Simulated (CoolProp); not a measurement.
Vapour pressure (bar) of dodecamethylpentasiloxane (MD3M): the reference equation beside estimates from Tc = 354.9 °C, pc = 9.540 bar, ω = 0.730. Clausius-Clapeyron is anchored at 234.55 °C with a constant enthalpy of vaporisation of 41.80 kJ/mol.

The numbers come from the reference Helmholtz-energy equation of state, Thol 2019 in CoolProp.

```
T (°C)  reference  Clausius-Clapeyron  van der Waals  Redlich-Kwong  Peng-Robinson
------  ---------  ------------------  -------------  -------------  -------------
211.55     0.6513              0.7044          3.092          1.808         0.6652
214.85     0.7075              0.7556          3.192          1.901         0.7218
218.15     0.7674              0.8098          3.295          1.997         0.7823
221.35     0.8293              0.8652          3.397          2.094         0.8447
224.65     0.8971              0.9255          3.504          2.197         0.9131
227.95     0.9692              0.9892          3.613          2.303         0.9858
231.25      1.046               1.056          3.725          2.413          1.063
234.55      1.127               1.127          3.838          2.527          1.145
237.85      1.213               1.201          3.954          2.644          1.232
241.15      1.304               1.280          4.072          2.765          1.324
244.45      1.400               1.362          4.192          2.889          1.421
247.75      1.502               1.448          4.314          3.018          1.524
250.95      1.606               1.536          4.434          3.146          1.629
254.25      1.719               1.631          4.561          3.281          1.744
257.55      1.839               1.731          4.690          3.421          1.864
```

Absolute difference from the reference over all 15 rows, mean and median: Clausius-Clapeyron 3.7 and 3.6 %, van der Waals 249.8 and 240.6 %, Redlich-Kwong 127.1 and 124.2 %, Peng-Robinson 1.7 and 1.6 %.
